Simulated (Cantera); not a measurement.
Feed: 1 mol SF6, 0.19 mol H2, 49 mol N2, held at 8.10 mbar.

Equilibrium computed with Cantera from the NASA thermochemical tables; the gas is ideal and each condensed phase is pure. Candidate condensed phases: S; 35 gas species. Kinetics and transport are ignored.

Problem. At 2402 °C, list the 5 most abundant gas species with their mole fractions, and the condensed phases.

Solution. N2 0.875, F 0.100, S 0.0171, HF 0.00672, S2 0.000312. Condensed: gas only.
